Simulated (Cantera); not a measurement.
Input: 1 mol CO, 0.024 mol O₂, 2.2 mol N₂, at 1723.15 K and 135 Torr.

Cantera equilibrium calculation (NASA polynomials, part measured and part estimated; ideal gas, pure solids and liquids). Candidate condensed phases: C; 24 gas species. The numbers say what is thermodynamically allowed, not how fast it happens.

### Question
What is the equilibrium state?

### Answer
- x(N₂) = 0.688
- x(CO) = 0.297
- x(CO₂) = 0.0150
- gas amount = 3.200 mol
- log10 activity of C(graphite) (absent) = -3.89
